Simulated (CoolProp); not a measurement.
Computed with CoolProp (reference Helmholtz-energy equation of state, Thol 2017).

**Question.** For octamethyltrisiloxane (MDM), give the phase and the Z, cp (kJ/(kg K)) at 390 K and 15.5 bar.

**Answer.** 
- 390 K and 15.5 bar: liquid; Z 0.157, cp 2.01
